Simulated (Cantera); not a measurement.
An isothermal, constant-pressure homogeneous reactor starts with CH₄ : H₂ : H = 0.017 : 1 : 0.0031 (molar parts), at 1625 K and 0.120 bar.

Detailed kinetics in Cantera: GRI-Mech 3.0 (53 species, 325 reactions). GRI-Mech 3.0 stops at C3 and has no aromatics, soot or wall deposition, so with more carbon than oxygen in the feed, carbon stays in small species such as C2H2 where larger ones or solid carbon would form.

Predict: x(CH₄) at 5.00 s; x(H₂) at 5.00 s; x(H) at 5.00 s; x(CH₃) at 5.00 s; x(C₂H₄) at 5.00 s.


| Quantity | Result |
|---|---|
| x(CH₄) at 5.00 s | 0.00607 (gas-phase equilibrium 0.00241) |
| x(H₂) at 5.00 s | 0.988 (gas-phase equilibrium 0.990) |
| x(H) at 5.00 s | 0.000201 (gas-phase equilibrium 0.000204) |
| x(CH₃) at 5.00 s | 2.50e-5 (gas-phase equilibrium 1.01e-5) |
| x(C₂H₄) at 5.00 s | 5.58e-5 (gas-phase equilibrium 7.34e-5) |
